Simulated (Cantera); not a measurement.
Input (Python, Cantera) and output of one run.

```python
import numpy as np
import cantera as ct

gas_names = """
    H H2 N NH NH2 NH3 N2 N2H2 N2H4 Si SiH SiH2 SiH3 SiH4 SiN Si2 Si2N Si3
""".split()
cond_names = """
    Si(cr) Si(L) Si3N4(a)
""".split()


# ... load() reads the species with a 1 bar reference pressure and builds the phases ...
atoms = {
    'Si': {'Si': 1},
    'NH3': {'N': 1, 'H': 3},
    'H2': {'H': 2},
}
top_T = {'Si3N4(a)': 2400}  # K; cautious upper limits of use, not melting points


# ... equilibrate(T, P, feed) seeds the gas with the atoms and calls Mixture.equilibrate('TP', solver="vcs", rtol=1e-11, max_steps=5000) ...
results = []
feed = {'Si': 1, 'NH3': 0.16, 'H2': 4.9}  # mol
P = 370  # Pa
for T in [673, 773, 873, 973, 1073, 1173, 1273, 1373, 1473, 1573, 1673, 1773, 1873, 1973]:
    mix = equilibrate(T, P, feed)
    results.append((T, P, feed, dict(zip(mix.species_names, mix.species_moles))))
    x = sorted(zip(gas.X, gas.species_names), reverse=True)
    print(f"T = {T:g} K  P = {P:g} Pa  gas = {mix.phase_moles(0):.4g} mol")
    print("   x: " + "  ".join(f"{s} {v:.3e}" for v, s in x if v > 1e-05))
    print("   condensed (mol): " + ("  ".join(f"{mix.phase(i).name} {mix.phase_moles(i):.4g}"
          for i in range(1, mix.n_phases) if mix.phase_moles(i) > 1e-12) or "none"))
```

Output:

```
T = 673 K  P = 370 Pa  gas = 5.14 mol
   x: H2 1.000e+00
   condensed (mol): Si(cr) 0.88  Si3N4(a) 0.04
T = 773 K  P = 370 Pa  gas = 5.14 mol
   x: H2 1.000e+00
   condensed (mol): Si(cr) 0.88  Si3N4(a) 0.04
T = 873 K  P = 370 Pa  gas = 5.14 mol
   x: H2 1.000e+00
   condensed (mol): Si(cr) 0.88  Si3N4(a) 0.04
T = 973 K  P = 370 Pa  gas = 5.14 mol
   x: H2 1.000e+00
   condensed (mol): Si(cr) 0.88  Si3N4(a) 0.04
T = 1073 K  P = 370 Pa  gas = 5.14 mol
   x: H2 1.000e+00
   condensed (mol): Si(cr) 0.88  Si3N4(a) 0.04
T = 1173 K  P = 370 Pa  gas = 5.14 mol
   x: H2 1.000e+00
   condensed (mol): Si(cr) 0.88  Si3N4(a) 0.03999
T = 1273 K  P = 370 Pa  gas = 5.14 mol
   x: H2 9.999e-01  N2 6.500e-05  H 1.172e-05
   condensed (mol): Si(cr) 0.8805  Si3N4(a) 0.03983
T = 1373 K  P = 370 Pa  gas = 5.144 mol
   x: H2 9.991e-01  N2 8.303e-04  H 5.472e-05
   condensed (mol): Si(cr) 0.8864  Si3N4(a) 0.03786
T = 1473 K  P = 370 Pa  gas = 5.179 mol
   x: H2 9.923e-01  N2 7.456e-03  H 2.072e-04
   condensed (mol): Si(cr) 0.9379  Si3N4(a) 0.02069
T = 1573 K  P = 370 Pa  gas = 5.222 mol
   x: H2 9.840e-01  N2 1.532e-02  H 6.631e-04  Si 1.486e-05
   condensed (mol): Si(cr) 0.9999
T = 1673 K  P = 370 Pa  gas = 5.225 mol
   x: H2 9.827e-01  N2 1.531e-02  H 1.856e-03  Si 1.129e-04  SiH 1.151e-05  SiH2 1.082e-05
   condensed (mol): Si(cr) 0.9993
T = 1773 K  P = 370 Pa  gas = 5.235 mol
   x: H2 9.794e-01  N2 1.528e-02  H 4.628e-03  Si 5.757e-04  SiH 4.279e-05  SiH2 2.417e-05
   condensed (mol): Si(L) 0.9965
T = 1873 K  P = 370 Pa  gas = 5.261 mol
   x: H2 9.717e-01  N2 1.520e-02  H 1.046e-02  Si 2.383e-03  SiH 1.332e-04  SiH2 4.766e-05  Si2 1.779e-05
   condensed (mol): Si(L) 0.9861
T = 1973 K  P = 370 Pa  gas = 5.325 mol
   x: H2 9.542e-01  H 2.167e-02  N2 1.500e-02  Si 8.528e-03  SiH 3.665e-04  SiH2 8.670e-05  Si2 8.275e-05  Si2N 2.378e-05  Si3 1.798e-05  SiN 1.766e-05
   condensed (mol): Si(L) 0.9507
```

Equilibrium computed with Cantera from the NASA thermochemical tables; the gas is ideal and each condensed phase is pure. Mutual solubility and eutectic melting of coexisting phases are not modelled. The tables' values for SiN are old estimates; treat these amounts as uncertain. Gases not in the tables: Si2H6 and higher silanes.
